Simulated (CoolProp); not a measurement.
Values from CoolProp's reference Helmholtz-energy equation of state, Kamei 1995.

Question: For R22, give the phase and the cv (kJ/(kg K)), speed of sound (m/s), isothermal compressibility (1/MPa), conductivity (mW/(m K)) at 403.1 K and 12.5 MPa.

Answer: 
- 403.1 K and 12.5 MPa: supercritical; cv 0.786, speed of sound 260, isothermal compressibility 0.0400, conductivity 53.7

Thermal conductivity comes from a separate model (McLinden 2000), an estimate that may be off by 10 % or more.
